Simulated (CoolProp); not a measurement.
Values from CoolProp's reference Helmholtz-energy equation of state, Pan 2012.

**Question.** For R236FA, give the phase and the density (kg/m³), fugacity coefficient at 400 K and 406 kPa; 400 K and 2100 kPa; 400 K and 4790 kPa.

**Answer.** 
- 400 K and 406 kPa: gas; density 19.4, fugacity coefficient 0.957
- 400 K and 2100 kPa: gas; density 133, fugacity coefficient 0.782
- 400 K and 4790 kPa: supercritical; density 907, fugacity coefficient 0.488
